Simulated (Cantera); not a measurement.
Silicon nitride deposition: SiH2Cl2 + NH3 + H2

Input: 1 mol SiH2Cl2, 0.29 mol NH3, 21 mol H2, equilibrated at 18.0 Pa.

These are equilibrium values from Cantera (NASA tables, ideal gas, pure condensed phases), not measurements of a reactor. Candidate condensed phases: NH4Cl, Si, Si3N4; 28 gas species. The tables' values for SiCl, SiCl3, SiN are old estimates; treat these amounts as uncertain. Gases not in the tables: Si2H6 and higher silanes. Rates play no part.

```
T (K)   x H2   x HCl      x H      x Si  x SiCl2  n Si(s)  n Si(l)
-----  -----  ------  -------  --------  -------  -------  -------
1548   0.919  0.0591  0.00220  0.000177   0.0127    0.695        0
1598   0.918  0.0585  0.00380  0.000520   0.0128    0.680        0
1648   0.915  0.0578  0.00635   0.00143   0.0130    0.650        0
1698   0.909  0.0572   0.0103   0.00365   0.0129        0    0.591
1748   0.898  0.0574   0.0161   0.00809   0.0122        0    0.487
1798   0.881  0.0569   0.0246    0.0171   0.0114        0    0.261
1848   0.857  0.0584   0.0366    0.0285  0.00941        0        0
```
x: gas mole fraction; n: condensed amount in mol.

From 1548 K to 1648 K the condensed part is Si(s). From 1698 K to 1798 K the condensed part is Si(l). At 1848 K nothing is condensed. The main Si-bearing gas is SiCl2 at 1548 K and Si at 1848 K. The share of Si in condensed phases is highest at 1548 K (69.5 %) and lowest at 1848 K (0.0 %).
